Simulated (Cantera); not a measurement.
Mixture: 4.58 % CH4, 0.435 % CO, 19.9 % O2, 75.0 % N2, equivalence ratio 0.47, at 473 Torr, adiabatic and at constant volume. Ignition delay is the time to a rise of 400 K.

Model: GRI-Mech 3.0 (53 species, 325 reactions), integrated in Cantera.

Problem. Predict: delay at 1300 K; delay at 1400 K; delay at 1500 K; delay at 1600 K; delay at 1700 K; apparent activation energy between 1650 and 1750 K.

Solution. 
```json
{
 "delay at 1300 K": "11.0 ms",
 "delay at 1400 K": "3.39 ms",
 "delay at 1500 K": "1.28 ms",
 "delay at 1600 K": "0.575 ms",
 "delay at 1700 K": "0.291 ms",
 "apparent activation energy between 1650 and 1750 K": "150 kJ/mol"
}
```
